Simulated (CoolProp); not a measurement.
n-perfluorohexane at several states: fugacity coefficient from the reference equation and from simpler models built on Tc = 448.0 K, pc = 1742 kPa, ω = 0.497; each cubic takes its own stable root.

Model: reference Helmholtz-energy equation of state, Gao 2022, in CoolProp.

| T (K) | p (kPa) | phase | reference | van der Waals | Redlich-Kwong | Soave-Redlich-Kwong | Peng-Robinson |
|---|---|---|---|---|---|---|---|
| 253.1 | 20.1 | liquid | 0.1281 | 0.9873 | 0.9003 | 0.1294 | 0.1393 |
| 218.8 | 106 | liquid | 0.001583 | 0.3792 | 0.02686 | 0.001683 | 0.001950 |
| 381 | 1440 | liquid | 0.2740 | 0.5130 | 0.3919 | 0.2837 | 0.2751 |
| 399.1 | 25.1 | gas | 0.9924 | 0.9944 | 0.9932 | 0.9925 | 0.9919 |
| 292.1 | 13.1 | gas | 0.9885 | 0.9940 | 0.9916 | 0.9895 | 0.9891 |
| 409.1 | 199 | gas | 0.9452 | 0.9579 | 0.9499 | 0.9461 | 0.9416 |

At some of these states van der Waals gives the other phase, because its saturation line lies elsewhere.
